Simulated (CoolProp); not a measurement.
Normal hydrogen along the isotherm -254.15 °C: density (kg/m³) from the reference equation and from simpler models built on Tc = -240.0 °C, pc = 12.96 bar, ω = -0.219; each cubic takes its own stable root.

Computed with CoolProp (reference Helmholtz-energy equation of state, Leachman 2009).

```csv
p (bar),phase,reference
5.4,liquid,72.91
10.8,liquid,73.51
16.2,liquid,74.08
21.6,liquid,74.63
27,liquid,75.14
32.4,liquid,75.63
37.8,liquid,76.11
43.2,liquid,76.56
48.6,liquid,77.00
54,liquid,77.43
59.4,liquid,77.83
64.8,liquid,78.23
```

**Question.** How far does each simpler model (van der Waals, Soave-Redlich-Kwong) lie from the reference over these 12 states: mean and median of the absolute difference, and the worst?

**Answer.** 
- van der Waals: mean 18.1 %, median 18.0 %, worst -18.6 % at -254.15 °C and 64.8 bar
- Soave-Redlich-Kwong: mean 12.4 %, median 12.4 %, worst +12.6 % at -254.15 °C and 5.4 bar
